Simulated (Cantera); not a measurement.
Input (Python, Cantera):

```python
import numpy as np
import cantera as ct

gas = ct.Solution("SiF4_NH3_mec.yaml", "gas")
gas.TPX = 2075, 110000, {'NH3': 1, 'H2': 0.21}
reactor = ct.IdealGasConstPressureReactor(gas, energy="off", clone=False)
net = ct.ReactorNet([reactor])
net.rtol, net.atol = 1e-08, 1e-18
show = ['NH3', 'H2', 'NH', 'NH2', 'N', 'N2H4', 'N2H2']
times = np.geomspace(9e-05, 2, 13)

steps = ct.SolutionArray(gas, extra=["t"])
rows = []
print(f"{'t/s':>10s}{'T/K':>9s}{'P/Pa':>11s}" + "".join(f"{s:>11s}" for s in show))
for t in times:
    while net.time < t:
        t_next = net.step()
        steps.append(gas.state, t=t_next)
    rows.append([np.interp(t, steps.t, y) for y in (steps.T, steps.P, *steps(*show).X.T)])
    print(f"{t:10.3e}{rows[-1][0]:9.1f}{rows[-1][1]:11.4g}" + "".join(f"{x:11.3e}" for x in rows[-1][2:]))
rate = np.gradient(steps.T, steps.t)
print("integrator steps:", len(steps.t))
if steps.T.max() > steps.T[0] + 200:
    print(f"time of steepest temperature rise: {steps.t[rate.argmax()]:.4e} s")
gas.TPX = 2075, 110000, {'NH3': 1, 'H2': 0.21}
gas.equilibrate("TP")
print(f"equilibrium (TP): T = {gas.T:.1f} K  " + "  ".join(f"{s} {gas[s].X[0]:.3e}" for s in show))
```

It prints:

```
       t/s      T/K       P/Pa        NH3         H2         NH        NH2          N       N2H4       N2H2
 9.000e-05   2075.0    1.1e+05  8.204e-01  1.769e-01  2.174e-05  1.581e-03  7.718e-07  7.073e-07  9.052e-06
 2.072e-04   2075.0    1.1e+05  8.116e-01  1.832e-01  2.227e-05  1.585e-03  8.105e-07  7.116e-07  9.149e-06
 4.772e-04   2075.0    1.1e+05  7.920e-01  1.975e-01  2.237e-05  1.553e-03  8.429e-07  6.832e-07  8.767e-06
 1.099e-03   2075.0    1.1e+05  7.495e-01  2.284e-01  2.249e-05  1.486e-03  9.056e-07  6.251e-07  7.978e-06
 2.530e-03   2075.0    1.1e+05  6.633e-01  2.910e-01  2.243e-05  1.354e-03  1.008e-06  5.193e-07  6.543e-06
 5.826e-03   2075.0    1.1e+05  5.119e-01  4.010e-01  2.155e-05  1.126e-03  1.139e-06  3.586e-07  4.438e-06
 1.342e-02   2075.0    1.1e+05  3.056e-01  5.509e-01  1.887e-05  7.892e-04  1.258e-06  1.763e-07  2.210e-06
 3.089e-02   2075.0    1.1e+05  1.166e-01  6.881e-01  1.373e-05  4.071e-04  1.298e-06  4.690e-08  6.687e-07
 7.114e-02   2075.0    1.1e+05  2.123e-02  7.570e-01  6.843e-06  1.211e-04  1.084e-06  4.148e-09  8.171e-08
 1.638e-01   2075.0    1.1e+05  2.420e-03  7.701e-01  1.680e-06  2.018e-05  3.918e-07  1.150e-10  2.992e-09
 3.772e-01   2075.0    1.1e+05  5.909e-04  7.713e-01  4.427e-07  5.116e-06  1.073e-07  7.386e-12  1.985e-10
 8.686e-01   2075.0    1.1e+05  2.112e-04  7.716e-01  1.591e-07  1.834e-06  3.869e-08  9.490e-13  2.632e-11
 2.000e+00   2075.0    1.1e+05  8.517e-05  7.717e-01  6.421e-08  7.396e-07  1.562e-08  1.544e-13  5.020e-12
integrator steps: 1356
equilibrium (TP): T = 2075.0 K  NH3 6.302e-06  H2 7.718e-01  NH 4.752e-09  NH2 5.473e-08  N 1.156e-09  N2H4 8.493e-16  N2H2 9.022e-13
```

Model: the gas-phase N/H chemistry of the illustrative SiF4/NH3 mechanism in the Surface Chemkin manual (1991), integrated in Cantera. Walls and surfaces, which speed up NH3 decomposition in real reactors, are not modelled.
